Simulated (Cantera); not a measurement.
Input: 1 mol CH₃Cl, 0.27 mol CH₄, 0.62 mol H₂, at 3027 °C.

These are equilibrium values from Cantera (NASA tables, ideal gas, pure condensed phases), not measurements of a reactor. Candidate condensed phases: C, C₆H₆, C₇H₈, C₈H₁₈; 91 gas species. The tables' values for CCl are old estimates; treat these amounts as uncertain. Equilibrium is a limit: real reactors are often held back by kinetics, nucleation or transport.

### Question
At 1.00 bar, list the 7 most abundant gas species with their mole fractions, and the condensed phases.

### Answer
H₂ 0.422, H 0.237, HCl 0.191, Cl 0.0720, C₂H₂ (acetylene) 0.0577, C₂H 0.00823, C₃ 0.00565. Condensed: C(graphite).
